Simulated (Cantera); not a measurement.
**Stirred combustor or abatement burner**

A perfectly stirred reactor is fed with 13.3 % H2, 6.67 % O2, 80.0 % N2, equivalence ratio 1.0, at 1.50 bar; it is adiabatic with a 798 K inlet, and is followed from long to short residence time, starting on the burning branch (τ in s: 0.12, 0.052, 0.023, 0.0099, 0.0043, 0.0019, 0.00082, 0.00036, 0.00016, 6.8e-05).

Detailed kinetics in Cantera: GRI-Mech 3.0 (53 species, 325 reactions).

| τ (s) | T (K) | x H2 | x O2 | x OH | x HO2 | x O | x NO | x NO2 |
|---|---|---|---|---|---|---|---|---|
| 0.12 | 1765 | 0.00298 | 0.00133 | 0.000769 | 5.02e-7 | 5.58e-5 | 2.28e-5 | 2.86e-9 |
| 0.052 | 1756 | 0.00387 | 0.00174 | 0.000988 | 7.83e-7 | 9.56e-5 | 2.02e-5 | 2.48e-9 |
| 0.023 | 1744 | 0.00497 | 0.00228 | 0.00126 | 1.17e-6 | 0.000162 | 1.90e-5 | 2.26e-9 |
| 0.0099 | 1726 | 0.00642 | 0.00300 | 0.00159 | 1.72e-6 | 0.000278 | 1.90e-5 | 2.18e-9 |
| 0.0043 | 1702 | 0.00818 | 0.00393 | 0.00197 | 2.46e-6 | 0.000468 | 2.00e-5 | 2.23e-9 |
| 0.0019 | 1670 | 0.0103 | 0.00509 | 0.00236 | 3.43e-6 | 0.000761 | 2.12e-5 | 2.33e-9 |
| 0.00082 | 1625 | 0.0127 | 0.00661 | 0.00271 | 4.78e-6 | 0.00121 | 2.20e-5 | 2.41e-9 |
| 0.00036 | 1567 | 0.0155 | 0.00853 | 0.00294 | 6.63e-6 | 0.00180 | 2.10e-5 | 2.33e-9 |
| 0.00016 | 1493 | 0.0191 | 0.0111 | 0.00294 | 9.37e-6 | 0.00247 | 1.75e-5 | 2.01e-9 |
| 6.8e-5 | 1395 | 0.0256 | 0.0154 | 0.00263 | 1.45e-5 | 0.00301 | 1.12e-5 | 1.36e-9 |
x: mole fraction; the columns are a selection and need not sum to one.
